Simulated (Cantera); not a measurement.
Charge: 1 mol H2O, 0.15 mol SO2, 13 mol H2, held at 36.0 bar.

Method: chemical equilibrium by Gibbs-energy minimisation in Cantera with the NASA 1993 tables (ideal gas, pure condensed phases). Candidate condensed phases: H2O, H2SO4, S; 19 gas species. The ideal-gas law is rough above about 30 bar. Rates play no part. All values below are at 1798 K.

Base state: H2 0.896, H2O 0.0929, H2S 0.0106, SH 7.46e-5, H 5.56e-5 (mole fractions); condensed: gas only.

What changes in the equilibrium state with this change: pressure from 36.0 bar to 0.100 bar?


| species | before | after |
|---|---|---|
| H2 | 0.896 | 0.896 |
| H2O | 0.0929 | 0.0926 |
| H2S | 0.0106 | 0.00812 |
| SH | 7.46e-5 | 0.00108 |
| H | 5.56e-5 | 0.00105 |
| S | 2.21e-7 | 6.08e-5 |
| SO | 1.58e-7 | 4.34e-5 |
| SO2 | 4.47e-8 | 1.22e-5 |
